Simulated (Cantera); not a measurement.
What does this Cantera script print?

```python
import numpy as np
import cantera as ct

gas = ct.Solution("gri30.yaml")
gas.TPX = 598, 100000, {'CH4': 1, 'O2': 1.25, 'N2': 4.7}
inlet = ct.Reservoir(gas, clone=True)
gas.equilibrate("HP")  # start burning
reactor = ct.IdealGasConstPressureReactor(gas, energy="on", clone=False)
exhaust = ct.Reservoir(gas, clone=True)
tau = [0.2, 0.07, 0.024, 0.0083, 0.0029, 0.00099, 0.00034, 0.00012, 4.1e-05, 1.4e-05][0]
for a, b in ((inlet, reactor), (reactor, exhaust)):
    ct.MassFlowController(a, b, mdot=lambda t: reactor.mass / tau)
net = ct.ReactorNet([reactor])
show = ['CH4', 'O2', 'H', 'C2H6', 'H2', 'H2O2']

rows = []
print(f"{'tau/s':>10s}{'T/K':>9s}" + "".join(f"{s:>11s}" for s in show))
for tau in [0.2, 0.07, 0.024, 0.0083, 0.0029, 0.00099, 0.00034, 0.00012, 4.1e-05, 1.4e-05]:
    net.initial_time = 0.0
    net.advance(30 * tau)
    before = gas.X
    net.advance(40 * tau)
    drift = np.max(np.abs(gas.X - before) / (gas.X + 1e-9))
    rows.append([gas.T, *gas[show].X, drift])
    print(f"{tau:10.3e}{gas.T:9.1f}" + "".join(f"{x:11.3e}" for x in gas[show].X))
```

Output:

```
     tau/s      T/K        CH4         O2          H       C2H6         H2       H2O2
 2.000e-01   2043.9  3.824e-04  6.216e-05  9.130e-04  2.695e-08  9.681e-02  1.232e-09
 7.000e-02   2044.4  7.840e-04  1.600e-04  9.992e-04  1.317e-07  9.516e-02  2.721e-09
 2.400e-02   2044.2  1.383e-03  4.009e-04  1.145e-03  5.173e-07  9.225e-02  6.617e-09
 8.300e-03   2040.6  2.113e-03  9.485e-04  1.368e-03  1.641e-06  8.836e-02  1.646e-08
 2.900e-03   2028.7  3.030e-03  2.173e-03  1.657e-03  4.730e-06  8.392e-02  4.185e-08
 9.900e-04   1996.6  4.679e-03  5.310e-03  1.910e-03  1.563e-05  7.855e-02  1.195e-07
 3.400e-04    598.0  1.439e-01  1.799e-01  1.258e-27  1.120e-17  2.556e-16  4.977e-20
 1.200e-04    598.0  1.439e-01  1.799e-01  3.983e-28  3.086e-21  7.045e-20  3.788e-23
 4.100e-05    598.0  1.439e-01  1.799e-01  1.180e-28  1.171e-22  2.672e-21  4.339e-24
 1.400e-05    598.0  1.439e-01  1.799e-01  3.196e-29  6.683e-24  1.526e-22  5.943e-25
```

Detailed kinetics in Cantera: GRI-Mech 3.0 (53 species, 325 reactions).
